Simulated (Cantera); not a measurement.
What does this Cantera script print?

```python
import numpy as np
import cantera as ct

gas = ct.Solution("gri30.yaml")
gas.TPX = 1475, 1900, {'C2H6': 1, 'N2': 63}
reactor = ct.IdealGasConstPressureReactor(gas, energy="off", clone=False)
net = ct.ReactorNet([reactor])
net.rtol, net.atol = 1e-08, 1e-18
show = ['C2H6', 'H2', 'CH3', 'HCN', 'CH2', 'H']
times = np.geomspace(3e-05, 40, 12)

steps = ct.SolutionArray(gas, extra=["t"])
rows = []
print(f"{'t/s':>10s}{'T/K':>9s}{'P/Pa':>11s}" + "".join(f"{s:>11s}" for s in show))
for t in times:
    while net.time < t:
        t_next = net.step()
        steps.append(gas.state, t=t_next)
    rows.append([np.interp(t, steps.t, y) for y in (steps.T, steps.P, *steps(*show).X.T)])
    print(f"{t:10.3e}{rows[-1][0]:9.1f}{rows[-1][1]:11.4g}" + "".join(f"{x:11.3e}" for x in rows[-1][2:]))
rate = np.gradient(steps.T, steps.t)
print("integrator steps:", len(steps.t))
if steps.T.max() > steps.T[0] + 200:
    print(f"time of steepest temperature rise: {steps.t[rate.argmax()]:.4e} s")
gas.TPX = 1475, 1900, {'C2H6': 1, 'N2': 63}
gas.equilibrate("TP")
print(f"equilibrium (TP): T = {gas.T:.1f} K  " + "  ".join(f"{s} {gas[s].X[0]:.3e}" for s in show))
```

Output:

```
       t/s      T/K       P/Pa       C2H6         H2        CH3        HCN        CH2          H
 3.000e-05   1475.0       1900  1.560e-02  6.765e-09  4.201e-05  7.060e-17  7.532e-11  2.510e-08
 1.081e-04   1475.0       1900  1.555e-02  2.789e-07  1.502e-04  6.206e-15  3.512e-09  3.712e-07
 3.897e-04   1475.0       1900  1.532e-02  1.802e-05  5.209e-04  3.158e-11  1.453e-07  6.771e-06
 1.405e-03   1475.0       1900  1.379e-02  7.756e-04  1.588e-03  5.706e-08  2.139e-06  6.483e-05
 5.063e-03   1475.0       1900  6.135e-03  7.170e-03  2.439e-03  7.940e-07  5.102e-06  1.633e-04
 1.825e-02   1475.0       1900  1.967e-04  1.794e-02  5.979e-04  2.142e-06  1.928e-06  1.499e-04
 6.577e-02   1475.0       1900  8.547e-06  2.296e-02  1.449e-04  2.430e-06  2.054e-07  4.929e-05
 2.370e-01   1475.0       1900  1.852e-06  2.487e-02  5.919e-05  2.470e-06  3.890e-08  2.206e-05
 8.543e-01   1475.0       1900  6.152e-07  2.546e-02  3.154e-05  2.485e-06  1.179e-08  1.237e-05
 3.079e+00   1475.0       1900  3.771e-07  2.579e-02  2.422e-05  2.501e-06  7.474e-09  1.025e-05
 1.110e+01   1475.0       1900  2.660e-07  2.660e-02  2.048e-05  2.546e-06  6.542e-09  1.088e-05
 4.000e+01   1475.0       1900  1.008e-07  2.818e-02  1.285e-05  2.683e-06  4.536e-09  1.261e-05
integrator steps: 1279
equilibrium (TP): T = 1475.0 K  C2H6 3.502e-12  H2 3.029e-02  CH3 6.457e-08  HCN 2.474e-02  CH2 2.820e-11  H 1.649e-05
```

Cantera simulation using GRI-Mech 3.0 (53 species, 325 reactions); the numbers are that mechanism's predictions, not measurements. GRI-Mech 3.0 stops at C3 and has no aromatics, soot or wall deposition, so with more carbon than oxygen in the feed, carbon stays in small species such as C2H2 where larger ones or solid carbon would form. Radical loss at walls, strong at low pressure, is not modelled.
